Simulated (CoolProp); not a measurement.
The fluid at 364.82 K and 0.0311 MPa flows at 3.7 m/s in a round tube of 100 mm bore and 0.25 µm roughness, fully developed (64/Re and Nu = 3.66 if laminar; Colebrook and Gnielinski if turbulent). The same conditions are run with several fluids, on thermodynamics alone (safety and materials aside).

Values from CoolProp's reference Helmholtz-energy equation of state of each fluid (toluene: Lemmon 2006; CF4 (R14): Platzer 1990; benzene: Thol 2012; R404A: Lemmon 2003). The equations of Platzer and Polt are older, rougher fits. Blends and air are pseudo-pure fits.

Rank toluene, CF4 (R14), benzene, R404A by Reynolds number, highest first.

toluene (42100), benzene (32500), R404A (25100), CF4 (R14) (16400)

```
fluid      Darcy friction factor  pressure drop (Pa/m)  heat-transfer coefficient (W/(m² K))  mass flow (kg/h)
---------  ---------------------  --------------------  ------------------------------------  ----------------
toluene                   0.0217                  1.43                                  15.0               100
CF4 (R14)                 0.0272                  1.68                                  9.63              94.4
benzene                   0.0231                  1.28                                  12.6              84.6
R404A                     0.0245                  1.68                                  11.9               105
```

Transport values come from each fluid's own correlations; those of CF4 (R14) are estimates that may be off by 10 % or more.
